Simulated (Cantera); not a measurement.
Charge: 1 mol Fe(CO)5, 0.062 mol CO, 0.35 mol H2, at 1198 K and 87.0 mbar.

Method: chemical equilibrium by Gibbs-energy minimisation in Cantera with the NASA 1993 tables (ideal gas, pure condensed phases). Candidate condensed phases: C, C6H6, C7H8, C8H18, Fe, Fe(CO)5, FeO, Fe(OH)2, Fe(OH)3, Fe2O3, Fe3O4, H2O; 114 gas species. Condensed phases not in the tables: cementite and carbon dissolved in iron. Rates play no part.

Base state: CO 0.934, H2 0.0646, CO2 0.00147, H2O 0.000139 (mole fractions); condensed: C(graphite) + Fe(γ).

Q: What changes in the equilibrium state with this change: pressure from 87.0 mbar to 1.00 bar?

A: 
```csv
species,before,after
CO,0.934,0.918
H2,0.0646,0.0641
CO2,0.00147,0.0164
H2O,0.000139,0.00156
CH4,5.83e-6,6.60e-5
"C(graphite), mol",0.00869,0.0950
"Fe(γ), mol",1.00,1.00
```

Q: What changes in the equilibrium state with this change: H2 from 0.35 to 2.4 mol?

A: 
```tsv
species	before	after
CO	0.934	0.677
H2	0.0646	0.321
CO2	0.00147	0.000776
CH4	5.83e-6	0.000144
H2O	0.000139	0.000503
C(graphite), mol	0.00869	0.00845
Fe(γ), mol	1.00	1.00
```
